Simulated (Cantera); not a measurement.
A closed system holds: 1 mol Si, 0.67 mol HCl, 7.4 mol H₂, held at 1.60 bar.

Equilibrium computed with Cantera from the NASA thermochemical tables; the gas is ideal and each condensed phase is pure. Candidate condensed phases: Si; 19 gas species. Gases not in the tables: Si₂H₆ and higher silanes. Kinetics and transport are ignored.

Q: Which condensed phases are stable at each of these points (T (K)): 500, 600, 700, 800, 900, 1000, 1100, 1200, 1300, 1400, 1500, 1600, 1700?

A: 
```tsv
T (K)	condensed phases	Si condensed (%)
500	Si(s)	80.1
600	Si(s)	80.1
700	Si(s)	80.2
800	Si(s)	80.3
900	Si(s)	80.7
1000	Si(s)	81.5
1100	Si(s)	82.9
1200	Si(s)	84.8
1300	Si(s)	86.8
1400	Si(s)	88.3
1500	Si(s)	89.1
1600	Si(s)	89.3
1700	Si(l)	89.4
```

From 500 K to 1600 K the condensed part is Si(s). At 1700 K the condensed part is Si(l).
